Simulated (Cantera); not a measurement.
Diamond growth

A diamond (100) surface in a fixed gas of H2 with x(CH4) = 0.028, x(H) = 0.03, x(CH3) = 0.00083, 4300 Pa; coverages are run to steady state.

Cantera simulation using the Harris–Goodwin 1993 mechanism for the reconstructed diamond (100) surface; the numbers are that mechanism's predictions, not measurements.

```json
[
 {"T (K)": "950", "growth (µm/h)": "14.5", "θ c6HH": "0.628", "θ c6H*": "0.0140", "θ c6*H": "0.327", "θ c6**": "0.00656", "θ c6HM": "0.0182"},
 {"T (K)": "1025", "growth (µm/h)": "20.5", "θ c6HH": "0.564", "θ c6H*": "0.0205", "θ c6*H": "0.386", "θ c6**": "0.0114", "θ c6HM": "0.0132"},
 {"T (K)": "1100", "growth (µm/h)": "26.2", "θ c6HH": "0.504", "θ c6H*": "0.0278", "θ c6*H": "0.436", "θ c6**": "0.0182", "θ c6HM": "0.00940"},
 {"T (K)": "1175", "growth (µm/h)": "27.7", "θ c6HH": "0.451", "θ c6H*": "0.0357", "θ c6*H": "0.477", "θ c6**": "0.0272", "θ c6HM": "0.00586"},
 {"T (K)": "1250", "growth (µm/h)": "22.0", "θ c6HH": "0.404", "θ c6H*": "0.0440", "θ c6*H": "0.509", "θ c6**": "0.0382", "θ c6HM": "0.00272"},
 {"T (K)": "1325", "growth (µm/h)": "15.0", "θ c6HH": "0.362", "θ c6H*": "0.0522", "θ c6*H": "0.532", "θ c6**": "0.0513", "θ c6HM": "0.000924"},
 {"T (K)": "1400", "growth (µm/h)": "12.3", "θ c6HH": "0.326", "θ c6H*": "0.0600", "θ c6*H": "0.547", "θ c6**": "0.0659", "θ c6HM": "0.000273"}
]
```
θ: site fractions in the mechanism's names (c6HH fully hydrogenated, c6H* and c6*H radical sites, c6** diradical, c6HM methylated).
